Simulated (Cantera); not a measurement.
A closed system holds: 1 mol Cu, 0.51 mol NH3, 27 mol N2, held at 590000 Pa.

Method: chemical equilibrium by Gibbs-energy minimisation in Cantera with the NASA 1993 tables (ideal gas, pure condensed phases). Candidate condensed phases: Cu; 11 gas species. Kinetics and transport are ignored.

x: gas mole fraction; n: condensed amount in mol.

```
T (°C)   x N2    x H2     x NH3      x Cu       x H     x Cu2     x NH2  n Cu(s)  n Cu(l)
------  -----  ------  --------  --------  --------  --------  --------  -------  -------
352     0.973  0.0263  0.000683    <1e-12    <1e-12    <1e-12    <1e-12     1.00        0
552     0.973  0.0272         …    <1e-12    <1e-12    <1e-12    <1e-12     1.00        0
752     0.973  0.0273   1.30e-5  7.03e-12  2.96e-10    <1e-12    <1e-12     1.00        0
952     0.973  0.0273         …         …         …    <1e-12         …     1.00        0
1152    0.973  0.0273   2.06e-6   3.68e-7   4.64e-7  8.64e-11  8.78e-11        0    1.000
1352    0.973  0.0273   1.15e-6   9.69e-6   4.80e-6   7.96e-9  5.92e-10        0    1.000
1552    0.973  0.0273   7.27e-7  0.000122   2.99e-5   2.60e-7   2.63e-9        0    0.997
```

Problem. Fill in the missing entries.

Solution. 
- 952, x NH3: 4.47e-6
- 952, x Cu: 4.10e-9
- 952, x H: 2.12e-8
- 952, x NH2: 6.97e-12
- 552, x NH3: 6.11e-5
